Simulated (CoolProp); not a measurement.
A Linde-Hampson liquefier for CF4 (R14): isothermal reversible compression at 250 K from 1 atm to 25 MPa, throttling to 1 atm, return gas leaving the recuperator 2 K below the feed. Each further row changes one setting.

Values from CoolProp's reference Helmholtz-energy equation of state, Platzer 1990. This equation is an older, rougher fit; its heat capacities, sound speeds and derivatives of the liquid may be far off and weren't checked against measurements.

```csv
case,liquid yield per pass,compression work (kJ/kg of gas)
as stated,…,104
high pressure 50 MPa,0.410,…
warm-end temperature 280 K,…,…
warm-end gap 7 K,…,104
```

Q: What belongs in the gaps?

A: 
- as stated, liquid yield per pass: 0.433
- high pressure 50 MPa, compression work (kJ/kg of gas): 124
- warm-end temperature 280 K, liquid yield per pass: 0.337
- warm-end temperature 280 K, compression work (kJ/kg of gas): 126
- warm-end gap 7 K, liquid yield per pass: 0.424
